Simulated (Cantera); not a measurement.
A closed system holds: 1 mol B₂O₃, 0.44 mol O₂, 82 mol H₂, held at 3.68 Torr.

Cantera equilibrium calculation (NASA polynomials, part measured and part estimated; ideal gas, pure solids and liquids). Candidate condensed phases: B, B₂O₃, B₃O₃H₃, H₂O; 23 gas species. Rates play no part.

Task: At 1573 K, list the 4 most abundant gas species with their mole fractions, and the condensed phases.

Result: H₂ 0.974, HBO₂ 0.0158, H₂O 0.00430, HBO 0.00300. Condensed: gas only.
